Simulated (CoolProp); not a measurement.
Water along the isobar 22.6 MPa: fugacity coefficient from the reference equation and from simpler models built on Tc = 647.1 K, pc = 22.06 MPa, ω = 0.344; each cubic takes its own stable root.

Values from CoolProp's reference Helmholtz-energy equation of state, Wagner 2002.

| T (K) | phase | reference |
|---|---|---|
| 394.9 | liquid | 0.01032 |
| 431.2 | liquid | 0.02803 |
| 467.4 | liquid | 0.06290 |
| 503.7 | liquid | 0.1222 |
| 540 | liquid | 0.2114 |
| 576.2 | liquid | 0.3322 |
| 612.5 | liquid | 0.4820 |
| 685 | supercritical | 0.7263 |
| 721.3 | supercritical | 0.7788 |

Question: How far does each simpler model (Redlich-Kwong, Soave-Redlich-Kwong) lie from the reference over these 9 states: mean and median of the absolute difference, and the worst?

Answer: 
- Redlich-Kwong: mean 56.9 %, median 39.6 %, worst +167.8 % at 394.9 K and 22.6 MPa
- Soave-Redlich-Kwong: mean 4.7 %, median 5.6 %, worst +8.5 % at 540 K and 22.6 MPa
